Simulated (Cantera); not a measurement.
A closed system holds: 1 mol CuO, 2.3 mol HF, 4.3 mol O₂, at 13.3 mbar.

Equilibrium computed with Cantera from the NASA thermochemical tables; the gas is ideal and each condensed phase is pure. Candidate condensed phases: Cu, CuF₂, CuO, Cu(OH)₂, Cu₂O, H₂O; 27 gas species. Rates play no part.

Q: At 1350 K, list the 5 most abundant gas species with their mole fractions, and the condensed phases.

A: O₂ 0.662, HF 0.327, CuF 0.00675, H₂O 0.00358, CuF₂ 0.000209. Condensed: Cu₂O(s).
